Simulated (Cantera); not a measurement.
**Transport properties of process gases**

Gas mixture: 26.0 % N2, 35.4 % CH3OH, 12.6 % CH4, 26.0 % CO, at 2.00 bar, frozen composition.

Cantera's kinetic-theory transport with the Lennard-Jones parameters of GRI-Mech 3.0, ideal gas; thermal conductivity in the mixture-averaged form. Polar gases are described roughly by these parameters. The composition is frozen, though it would react at the higher temperatures.

```
T (K)  ρ (kg/m³)  cp (J/kg/K)  μ (µPa s)  λ (mW/m/K)     Pr  D (cm²/s) N2  D (cm²/s) NO  D (cm²/s) H2O
-----  ---------  -----------  ---------  ----------  -----  ------------  ------------  -------------
400         1.68         1381       17.3        32.6  0.733         0.154         0.156          0.173
500         1.34         1518       20.9        42.5  0.745         0.229         0.232          0.266
600         1.12         1655       24.2        52.7  0.759         0.316         0.318          0.377
700        0.960         1780       27.3        63.0  0.772         0.412         0.415          0.503
800        0.840         1890       30.3        73.2  0.781         0.518         0.521          0.643
900        0.747         1987       33.1        83.3  0.789         0.634         0.636          0.797
1000       0.672         2083       35.7        93.2  0.799         0.758         0.760          0.963
1100       0.611         2161       38.3         103  0.805         0.890         0.893           1.14
1200       0.560         2230       40.8         112  0.809          1.03          1.03           1.33
```
D: mixture-averaged diffusion coefficient of that species in the mixture.
